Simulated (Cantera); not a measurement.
# Adiabatic ignition

An adiabatic, constant-pressure homogeneous reactor starts with CH4 : O2 : N2 = 1 : 5.13 : 14.9 (molar parts), equivalence ratio 0.39, at 1050 K and 100000 Pa.

Model: GRI-Mech 3.0 (53 species, 325 reactions), integrated in Cantera.

| t (s) | T (K) | x CH4 | x O2 | x H2 | x CO | x HCO | x CH2 |
|---|---|---|---|---|---|---|---|
| 3.00e-6 | 1050 | 0.0476 | 0.244 | <1e-12 | <1e-12 | <1e-12 | <1e-12 |
| 1.19e-5 | 1050 | 0.0476 | 0.244 | <1e-12 | <1e-12 | <1e-12 | <1e-12 |
| 4.75e-5 | 1050 | 0.0476 | 0.244 | <1e-12 | <1e-12 | <1e-12 | <1e-12 |
| 0.000189 | 1050 | 0.0476 | 0.244 | 4.63e-12 | <1e-12 | <1e-12 | <1e-12 |
| 0.000754 | 1050 | 0.0476 | 0.244 | 6.83e-11 | <1e-12 | <1e-12 | <1e-12 |
| 0.00300 | 1050 | 0.0476 | 0.244 | 1.44e-9 | 6.58e-11 | <1e-12 | <1e-12 |
| 0.0119 | 1050 | 0.0475 | 0.244 | 6.03e-8 | 8.67e-9 | <1e-12 | <1e-12 |
| 0.0475 | 1050 | 0.0475 | 0.244 | 1.48e-6 | 1.08e-6 | 2.13e-12 | <1e-12 |
| 0.189 | 1055 | 0.0467 | 0.243 | 7.56e-5 | 0.000149 | 1.54e-10 | 1.04e-12 |
| 0.754 | 2049 | <1e-12 | 0.147 | 0.000102 | 0.000244 | 1.79e-12 | <1e-12 |
| 3.00 | 2041 | <1e-12 | 0.145 | 9.67e-5 | 0.000230 | 1.58e-12 | <1e-12 |
x: mole fraction; the columns are a selection and need not sum to one.

```json
{
  "time_of_steepest_temperature_rise": "0.233 s",
  "temperature at 3.00 s": "2041 K",
  "equilibrium_temperature": "2038 K",
  "x(CH4) at 3.00 s": "<1e-12 (gas-phase equilibrium <1e-12)",
  "x(O2) at 3.00 s": "0.145 (gas-phase equilibrium 0.145)",
  "x(H2) at 3.00 s": "9.67e-5 (gas-phase equilibrium 9.52e-5)"
}
```
